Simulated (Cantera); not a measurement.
A perfectly stirred reactor is fed with NH₃ : N₂ = 1 : 1.6 (molar parts), at 105 Torr; it is held at 1923 K, and followed from long to short residence time.

Cantera simulation using the gas-phase N/H chemistry of the illustrative SiF4/NH3 mechanism in the Surface Chemkin manual (1991); the numbers are that mechanism's predictions, not measurements. Walls and surfaces, which speed up NH3 decomposition in real reactors, are not modelled.

x: mole fraction; the columns are a selection and need not sum to one.

```tsv
τ (s)	x NH₃	x NH	x N₂	x H₂	x NH₂
23	0.00867	2.31e-6	0.584	0.407	3.87e-5
5.6	0.0324	3.68e-6	0.586	0.381	9.50e-5
1.4	0.0970	5.43e-6	0.591	0.311	0.000203
0.33	0.220	6.92e-6	0.602	0.178	0.000360
0.080	0.324	6.86e-6	0.610	0.0652	0.000492
0.019	0.369	5.30e-6	0.614	0.0170	0.000577
0.0047	0.381	3.73e-6	0.615	0.00375	0.000571
0.0011	0.384	…	0.615	…	…
0.00028	0.384	…	0.615	…	…
```

### Question
Some entries are withheld; supply them.

### Answer

- 0.0011, x NH: 1.91e-6
- 0.0011, x H₂: 0.000525
- 0.0011, x NH₂: 0.000384
- 0.00028, x NH: 3.36e-7
- 0.00028, x H₂: 7.34e-5
- 0.00028, x NH₂: 0.000130
